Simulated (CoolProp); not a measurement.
Saturation properties of n-butane (Tc = 425.1 K, pc = 3.796 MPa, ω = 0.201).

Computed with CoolProp (reference Helmholtz-energy equation of state, Bücker 2006).

```csv
T (K),p (MPa),liquid density (kg/m³),enthalpy of vaporisation (kJ/kg),surface tension (mN/m),vapour viscosity (µPa s),liquid conductivity (mW/(m K))
308.6,0.3327,560.5,350.5,10.7,7.66,101
311.9,0.3654,556.5,346.8,10.4,7.75,99.2
315.3,0.4017,552.3,343.0,10.0,7.85,97.9
318.6,0.4395,548.1,339.2,9.64,7.94,96.7
322,0.4810,543.8,335.2,9.27,8.04,95.4
325.4,0.5255,539.4,331.1,8.90,8.14,94.1
328.7,0.5715,535.1,327.0,8.55,8.24,92.9
332.1,0.6220,530.6,[?],8.18,8.34,[?]
335.4,0.6741,526.1,318.3,7.83,8.45,90.5
338.8,0.7311,521.4,313.7,7.48,8.56,89.3
342.1,0.7897,516.7,309.2,7.13,8.67,88.2
345.5,0.8537,[?],304.3,[?],8.79,87.0
```

Fill in the missing entries.


- 332.1, enthalpy of vaporisation (kJ/kg): 322.6
- 332.1, liquid conductivity (mW/(m K)): 91.7
- 345.5, liquid density (kg/m³): 511.8
- 345.5, surface tension (mN/m): 6.78

It boils at 272.7 K under 1 atm.

Viscosity comes from a separate model (Vogel 1999). Thermal conductivity comes from a separate model (Perkins 2002). Surface tension comes from a separate correlation (Mulero 2012).
